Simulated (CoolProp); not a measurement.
Vapour-liquid equilibrium of R125 (1) + R115 (2) at 3.92 bar; x and y are mole fractions of (1).

Model: multi-fluid Helmholtz-energy mixture model, Lemmon 2005 and Lemmon 2016; pair parameters Bell 2016, in CoolProp.

### Question
Give the bubble temperature and the first vapour's composition at x = 0.05, 0.35, 0.8. Is there an azeotrope?

### Answer
x = 0.05: -5.9 °C, y = 0.107; x = 0.35: -13.3 °C, y = 0.479; x = 0.8: -16.4 °C, y = 0.806. y crosses x between x = 0.8 and 0.95: the model has an azeotrope there.

The pair parameters rest on a limited set of measurements; away from them the model extrapolates.
